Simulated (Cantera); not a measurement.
An isothermal, constant-pressure homogeneous reactor starts with CH4 : N2 = 1 : 180 (molar parts), at 1925 K and 0.132 atm. Integrator tolerance rtol = 1e-08.

Detailed kinetics in Cantera: GRI-Mech 3.0 (53 species, 325 reactions). GRI-Mech 3.0 stops at C3 and has no aromatics, soot or wall deposition, so with more carbon than oxygen in the feed, carbon stays in small species such as C2H2 where larger ones or solid carbon would form.

**Question.** What does this change do: 1.6 parts H2O added?

**Answer.** 
| quantity | before | after |
|---|---|---|
| x(CH4) at 8.00 s | 1.66e-8 (gas-phase equilibrium 1.93e-8) | 3.12e-10 (gas-phase equilibrium <1e-12) |
| x(CH3) at 8.00 s | 9.66e-9 (gas-phase equilibrium 1.13e-8) | 1.15e-10 (gas-phase equilibrium <1e-12) |
| x(H) at 8.00 s | 0.000238 (gas-phase equilibrium 0.000238) | 0.000301 (gas-phase equilibrium 0.000337) |
| x(HCN) at 8.00 s | 0.000122 (gas-phase equilibrium 0.00536) | 7.46e-6 (gas-phase equilibrium 1.05e-9) |
| x(C2H6) at 8.00 s | <1e-12 (gas-phase equilibrium <1e-12) | <1e-12 (gas-phase equilibrium <1e-12) |
| x(H2) at 8.00 s | 0.00812 (gas-phase equilibrium 0.00812) | 0.0163 (gas-phase equilibrium 0.0163) |

**Question.** What does this change do: pressure from 0.132 atm to 0.987 atm?

**Answer.** 
```tsv
quantity	before	after
x(CH4) at 8.00 s	1.66e-8 (gas-phase equilibrium 1.93e-8)	2.20e-7 (gas-phase equilibrium 1.47e-7)
x(CH3) at 8.00 s	9.66e-9 (gas-phase equilibrium 1.13e-8)	4.65e-8 (gas-phase equilibrium 3.11e-8)
x(H) at 8.00 s	0.000238 (gas-phase equilibrium 0.000238)	8.72e-5 (gas-phase equilibrium 8.72e-5)
x(HCN) at 8.00 s	0.000122 (gas-phase equilibrium 0.00536)	9.65e-5 (gas-phase equilibrium 0.00536)
x(C2H6) at 8.00 s	<1e-12 (gas-phase equilibrium <1e-12)	<1e-12 (gas-phase equilibrium <1e-12)
x(H2) at 8.00 s	0.00812 (gas-phase equilibrium 0.00812)	0.00820 (gas-phase equilibrium 0.00820)
```

**Question.** What does this change do: pressure from 0.132 atm to 0.563 atm?

**Answer.** 
| quantity | before | after |
|---|---|---|
| x(CH4) at 8.00 s | 1.66e-8 (gas-phase equilibrium 1.93e-8) | 1.01e-7 (gas-phase equilibrium 8.36e-8) |
| x(CH3) at 8.00 s | 9.66e-9 (gas-phase equilibrium 1.13e-8) | 2.83e-8 (gas-phase equilibrium 2.35e-8) |
| x(H) at 8.00 s | 0.000238 (gas-phase equilibrium 0.000238) | 0.000115 (gas-phase equilibrium 0.000115) |
| x(HCN) at 8.00 s | 0.000122 (gas-phase equilibrium 0.00536) | 0.000105 (gas-phase equilibrium 0.00536) |
| x(C2H6) at 8.00 s | <1e-12 (gas-phase equilibrium <1e-12) | <1e-12 (gas-phase equilibrium <1e-12) |
| x(H2) at 8.00 s | 0.00812 (gas-phase equilibrium 0.00812) | 0.00818 (gas-phase equilibrium 0.00818) |
